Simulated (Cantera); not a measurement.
**SiH₂Cl₂ + C₂H₄ + H₂ (silicon carbide growth)**

Feed: 1 mol SiH₂Cl₂, a varied amount of C₂H₄, 3.5 mol H₂, equilibrated at 900 °C and 1800 Pa.

Cantera equilibrium calculation (NASA polynomials, part measured and part estimated; ideal gas, pure solids and liquids). Candidate condensed phases: C, C₆H₆, C₇H₈, C₈H₁₈, Si, SiC; 109 gas species. Mutual solubility and eutectic melting of coexisting phases are not modelled. The tables' values for SiCl₃ are old estimates; treat these amounts as uncertain. Rates play no part.

```csv
n(C₂H₄) (mol),x H₂,x HCl,x SiCl₄,x SiCl₂,x SiHCl₃,n Si(s),n SiC(s),n C(graphite)
0.097,0.827,0.0862,0.0462,0.0204,0.0103,0.339,0.194,0
0.12,0.828,0.0860,0.0457,0.0203,0.0103,0.294,0.240,0
0.14,0.829,0.0858,0.0452,0.0202,0.0102,0.254,0.280,0
0.17,0.830,0.0855,0.0445,0.0200,0.0101,0.195,0.340,0
0.2,0.831,0.0853,0.0438,0.0199,0.00996,0.136,0.400,0
0.25,0.834,0.0848,0.0427,0.0196,0.00979,0.0368,0.500,0
0.29,0.827,0.1000,0.0426,0.0140,0.00823,0,0.580,0
0.36,0.790,0.163,0.0349,0.00411,0.00394,0,0.720,0
0.43,0.742,0.236,0.0188,0.000994,0.00138,0,0.860,0
0.51,0.718,0.271,0.00859,0.000333,0.000531,0,0.935,0.0834
0.62,0.726,0.265,0.00766,0.000314,0.000489,0,0.940,0.299
0.75,0.734,0.258,0.00670,0.000294,0.000445,0,0.945,0.553
0.9,0.743,0.250,0.00576,0.000272,0.000400,0,0.950,0.848
```
x: gas mole fraction; n: condensed amount in mol.

From 0.097 mol C₂H₄ to 0.25 mol C₂H₄ the condensed part is Si(s) + SiC(s). From 0.29 mol C₂H₄ to 0.43 mol C₂H₄ the condensed part is SiC(s). From 0.51 mol C₂H₄ to 0.9 mol C₂H₄ the condensed part is C(graphite) + SiC(s). The main Si-bearing gas is SiCl₄ throughout. The share of Si in condensed phases is highest at 0.9 mol C₂H₄ (95.0 %) and lowest at 0.097 mol C₂H₄ (53.3 %).
